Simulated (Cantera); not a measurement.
Input: 1 mol C2H5OH, 1.3 mol NH3, 2.3 mol N2, 0.9 mol H2O, equilibrated at 1 atm.

These are equilibrium values from Cantera (NASA tables, ideal gas, pure condensed phases), not measurements of a reactor. Candidate condensed phases: C, C6H6, C7H8, C8H18, H2O; 136 gas species. Kinetics and transport are ignored. All values below are at 3048 K.

Base state: H2 0.448, N2 0.255, CO 0.167, H 0.121, HCN 0.00669, HNC 0.00131, C2H2 (acetylene) 0.000266, CN 0.000196 (mole fractions); condensed: gas only.

Task: What changes in the equilibrium state with this change: pressure from 1 atm to 75.0 Torr?

Result: 
```csv
species,before,after
H,0.121,0.316
H2,0.448,0.299
N2,0.255,0.228
CO,0.167,0.149
C,7.15e-6,7.77e-5
CN,0.000196,0.000632
N,9.47e-6,2.85e-5
C2H,1.33e-5,3.96e-5
C2H2 (acetylene),0.000266,0.000204
```
